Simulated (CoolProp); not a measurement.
The fluid at 295 K and 8.79 MPa expands adiabatically to 0.697 MPa with isentropic efficiency 0.8. The same conditions are run with several fluids, on thermodynamics alone (safety and materials aside).

Computed with CoolProp (reference Helmholtz-energy equation of state of each fluid (fluorine: de Reuck 1990; CF4 (R14): Platzer 1990; nitrogen: Span 2000; methane: Setzmann 1991; ethylene: Smukala 2000)). The equations of Platzer and Polt are older, rougher fits.

```tsv
fluid	work (kJ/kg)	final temperature (K)	final phase	final density (kg/m³)
fluorine	89.1	170.0	gas	19.2
CF4 (R14)	32.7	187.2	gas	45.1
nitrogen	120	166.6	gas	14.5
methane	193	170.1	gas	8.54
ethylene	47.6	211.0	two-phase, vapour fraction 0.516	24.2
```
